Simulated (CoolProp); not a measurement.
Vapour-liquid equilibrium of R143a (1) + dimethyl ether (2) at -68.75 °C; x and y are mole fractions of (1).

The numbers come from the multi-fluid Helmholtz-energy mixture model, Lemmon and Jacobsen 2000 and Wu 2011; pair parameters Bell 2016 in CoolProp.

```json
[
 {"x": "0.05", "bubble pressure, mixture model (MPa)": "?", "bubble pressure, Raoult's law (MPa)": "0.01033", "y, mixture model": "?", "y, Raoult's law": "0.156"},
 {"x": "0.2", "bubble pressure, mixture model (MPa)": "?", "bubble pressure, Raoult's law (MPa)": "0.01379", "y, mixture model": "0.501", "y, Raoult's law": "0.468"},
 {"x": "0.35", "bubble pressure, mixture model (MPa)": "?", "bubble pressure, Raoult's law (MPa)": "0.01725", "y, mixture model": "0.667", "y, Raoult's law": "0.654"},
 {"x": "0.5", "bubble pressure, mixture model (MPa)": "?", "bubble pressure, Raoult's law (MPa)": "0.02071", "y, mixture model": "0.775", "y, Raoult's law": "0.779"},
 {"x": "0.65", "bubble pressure, mixture model (MPa)": "0.02511", "bubble pressure, Raoult's law (MPa)": "0.02417", "y, mixture model": "0.856", "y, Raoult's law": "0.867"},
 {"x": "0.8", "bubble pressure, mixture model (MPa)": "0.02816", "bubble pressure, Raoult's law (MPa)": "0.02763", "y, mixture model": "?", "y, Raoult's law": "0.934"},
 {"x": "0.95", "bubble pressure, mixture model (MPa)": "0.03122", "bubble pressure, Raoult's law (MPa)": "0.03109", "y, mixture model": "?", "y, Raoult's law": "0.985"}
]
```

**Question.** Some entries are withheld; supply them.

**Answer.** 
- 0.05, bubble pressure, mixture model (MPa): 0.01073
- 0.05, y, mixture model: 0.186
- 0.2, bubble pressure, mixture model (MPa): 0.01493
- 0.35, bubble pressure, mixture model (MPa): 0.01862
- 0.5, bubble pressure, mixture model (MPa): 0.02197
- 0.8, y, mixture model: 0.922
- 0.95, y, mixture model: 0.981

The largest gap from Raoult's law is +8.3 % in bubble pressure, at x = 0.2. No azeotrope shows between x = 0.05 and 0.95.

Pair parameters are fitted to limited data, so mixtures are less certain than the pure fluids.
